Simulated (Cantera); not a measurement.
Gas mixture: 100 % N2O, at 70.0 Pa, frozen composition.

Cantera's kinetic-theory transport with the Lennard-Jones parameters of GRI-Mech 3.0, ideal gas; thermal conductivity in the mixture-averaged form. The composition is frozen, though it would react at the higher temperatures.

D: mixture-averaged diffusion coefficient of that species in the mixture.

```tsv
T (K)	ρ (kg/m³)	cp (J/kg/K)	μ (µPa s)	λ (mW/m/K)	Pr	D (cm²/s) OH	D (cm²/s) CH3	D (cm²/s) H
400	0.000926	970.3	19.5	25.5	0.741	594	424	2400
650	0.000570	1127	29.1	44.4	0.739	1380	1010	5710
900	0.000412	1227	37.1	61.5	0.740	2400	1760	10000
1150	0.000322	1285	44.1	77.1	0.736	3620	2670	15200
1400	0.000265	1327	___	___	0.733	___	___	___
1650	0.000225	1359	___	___	0.732	___	___	___
```

Problem. Complete the blanks.

Solution. 
- 1400, μ (µPa s): 50.5
- 1400, λ (mW/m/K): 91.4
- 1400, D (cm²/s) OH: 5030
- 1400, D (cm²/s) CH3: 3720
- 1400, D (cm²/s) H: 21100
- 1650, μ (µPa s): 56.4
- 1650, λ (mW/m/K): 105
- 1650, D (cm²/s) OH: 6620
- 1650, D (cm²/s) CH3: 4900
- 1650, D (cm²/s) H: 27800
